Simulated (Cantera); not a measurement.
An adiabatic, constant-volume homogeneous reactor starts with H2 : O2 : N2 = 1 : 0.5 : 1.88 (molar parts), at 1150 K and 3.60 bar. Integrator tolerance rtol = 1e-08.

Detailed kinetics in Cantera: the H2/O2 subset of GRI-Mech 3.0, which has no nitrogen chemistry. The hydrogen kinetics of GRI-Mech 3.0 are dated; newer H2 mechanisms differ, most at raised pressure. Above 3000 K some thermodynamic fits are extrapolated.

### Question
How do the results move with these cheaper or finer settings: rtol 1e-08 to 0.001; full GRI-Mech 3.0 in place of its H2/O2 subset?

### Answer
```csv
setting,time of steepest temperature rise,temperature at 0.600 s,equilibrium temperature,x(H2) at 0.600 s,integrator steps
as above,29.9 µs,3060 K,3060 K,0.0424,1142
rtol 1e-08 to 0.001,29.8 µs,3060 K,3060 K,0.0424,280
full GRI-Mech 3.0 in place of its H2/O2 subset,29.9 µs,3040 K,3040 K,0.0447,1180
```
